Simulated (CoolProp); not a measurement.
The fluid at 281.41 K and 0.0072 MPa is compressed adiabatically to 0.034 MPa with isentropic efficiency 1. The same conditions are run with several fluids, on thermodynamics alone (safety and materials aside).

Values from CoolProp's reference Helmholtz-energy equation of state of each fluid (the fluoroketone C6F12O (FK-5-1-12): McLinden 2015; carbon monoxide: Lemmon 2006; R21: Platzer 1990; ammonia: Gao 2020; ethane: Bücker 2006). The equations of Platzer and Polt are older, rougher fits.

```json
[
 {"fluid": "the fluoroketone C6F12O (FK-5-1-12)", "work (kJ/kg)": "11.6", "final temperature (K)": "295.8", "final density (kg/m³)": "4.50"},
 {"fluid": "carbon monoxide", "work (kJ/kg)": "163", "final temperature (K)": "437.6", "final density (kg/m³)": "0.262"},
 {"fluid": "R21", "work (kJ/kg)": "39.1", "final temperature (K)": "346.4", "final density (kg/m³)": "1.22"},
 {"fluid": "ammonia", "work (kJ/kg)": "256", "final temperature (K)": "400.0", "final density (kg/m³)": "0.174"},
 {"fluid": "ethane", "work (kJ/kg)": "137", "final temperature (K)": "356.1", "final density (kg/m³)": "0.346"}
]
```
